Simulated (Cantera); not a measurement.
A Cantera script and what it prints.

```python
import numpy as np
import cantera as ct

gas_names = """
    Cr CrO CrO2 CrO3 O O2 O3
""".split()
cond_names = """
    Cr(cr) Cr(L) Cr2O3(s) Cr2O3(L)
""".split()


# ... load() reads the species with a 1 bar reference pressure and builds the phases ...
atoms = {
    'Cr': {'Cr': 1},
    'O2': {'O': 2},
}
top_T = {}  # K; cautious upper limits of use, not melting points


# ... equilibrate(T, P, feed) seeds the gas with the atoms and calls Mixture.equilibrate('TP', solver="vcs", rtol=1e-11, max_steps=5000) ...
results = []
feed = {'Cr': 1, 'O2': 5.6}  # mol
P = 650  # Pa
for T in [2048, 2098, 2148, 2198, 2248, 2298, 2348, 2398, 2448, 2498, 2548, 2598, 2648]:
    mix = equilibrate(T, P, feed)
    results.append((T, P, feed, dict(zip(mix.species_names, mix.species_moles))))

top = {s: max(r[3][s] / sum(r[3][g] for g in gas_names) for r in results) for s in gas_names}
cols = sorted((s for s in top if top[s] > 1e-05), key=lambda s: -top[s])[:5]
seen = [c for c in cond_names if any(r[3].get(c, 0) > 1e-12 for r in results)]
print("log10 of partial pressures in bar; condensed amounts in mol")
print(f"{'T/K':>10s}" + "".join(f"{s[:9]:>10s}" for s in cols + seen))
for T, P, feed, n in results:
    ng = sum(n[g] for g in gas_names)
    print(f"{T:10.4g}" + "".join(f"{np.log10(max(n[s] / ng * P / 1e5, 1e-99)):10.3f}" for s in cols)
          + "".join(f"{n.get(c, 0):10.4g}" for c in seen))
```

Output:

```
log10 of partial pressures in bar; condensed amounts in mol
       T/K        O2         O      CrO2       CrO        Cr  Cr2O3(s)
      2048    -2.194    -4.115    -4.793    -6.632    -8.774     0.493
      2098    -2.197    -3.961    -4.514    -6.192    -8.202     0.487
      2148    -2.202    -3.816    -4.250    -5.773    -7.656    0.4763
      2198    -2.209    -3.678    -3.998    -5.373    -7.134    0.4575
      2248    -2.220    -3.548    -3.759    -4.990    -6.632    0.4249
      2298    -2.237    -3.427    -3.533    -4.623    -6.147    0.3688
      2348    -2.262    -3.316    -3.319    -4.269    -5.677    0.2717
      2398    -2.302    -3.217    -3.119    -3.927    -5.215    0.1003
      2448    -2.331    -3.118    -3.062    -3.739    -4.915         0
      2498    -2.348    -3.017    -3.096    -3.653    -4.728         0
      2548    -2.369    -2.922    -3.139    -3.578    -4.554         0
      2598    -2.394    -2.834    -3.191    -3.514    -4.392         0
      2648    -2.424    -2.752    -3.254    -3.463    -4.242         0
```

Method: chemical equilibrium by Gibbs-energy minimisation in Cantera with the NASA 1993 tables (ideal gas, pure condensed phases).
